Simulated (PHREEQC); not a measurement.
A solution holds 0.18 mol NaH2PO4, 0.054 mol HNO3 and 0.007 mol ZnSO4 per kg of water, at 25 °C. Closed to the air; pH follows from the charge balance.

Model: ion-association model, wateq4f.dat, run in PHREEQC.

Each row changes one thing in this solution. Precipitation was switched off in this run.

```
case                                            pH  ionic strength (mol/kgw)  H2PO4- (mol/kgw)  H3PO4 (mol/kgw)  HPO4-2 (mol/kgw)  NaHPO4- (mol/kgw)
--------------------------------------------  ----  ------------------------  ----------------  ---------------  ----------------  -----------------
as made                                       2.45                     0.207             0.131           0.0489           5.76e-6            5.90e-7
ZnSO4 left out                                2.45                     0.184             0.131           0.0495           5.54e-6            5.93e-7
NaH2PO4 from 0.18 to 0.27 mol/kgw             2.63                       [?]             0.219           0.0507           1.63e-5            2.22e-6
temperature from 25 to 80 °C                   [?]                     0.205             0.130           0.0500           1.34e-5            1.20e-6
NaH2PO4 from 0.18 to 0.36 mol/kgw             2.76                     0.385               [?]           0.0515           3.27e-5            5.46e-6
ZnSO4 replaced by K2SO4 at the same molality  2.45                       [?]             0.131           0.0489           5.75e-6            5.93e-7
0.031 mol/kgw NaCl added                      2.44                     0.238             0.131           0.0488           5.89e-6            6.74e-7
0.0062 mol/kgw KOH added                       [?]                     0.213             0.137           0.0434           7.07e-6            7.17e-7
ZnSO4 from 0.007 to 0.0007 mol/kgw            2.45                     0.187             0.131           0.0495           5.57e-6            5.93e-7
```

Task: Fill in the missing entries.

Result: 
- NaH2PO4 from 0.18 to 0.27 mol/kgw, ionic strength (mol/kgw): 0.295
- temperature from 25 to 80 °C, pH: 2.66
- NaH2PO4 from 0.18 to 0.36 mol/kgw, H2PO4- (mol/kgw): 0.308
- ZnSO4 replaced by K2SO4 at the same molality, ionic strength (mol/kgw): 0.202
- 0.0062 mol/kgw KOH added, pH: 2.52

H3PO4, which wateq4f.dat lacks, is added to it with the constant of phreeqc.dat. Away from 25 °C the constants follow the database's enthalpies or fits; those with neither stay at their 25 °C values. The database has no phosphate complexes of Zn.
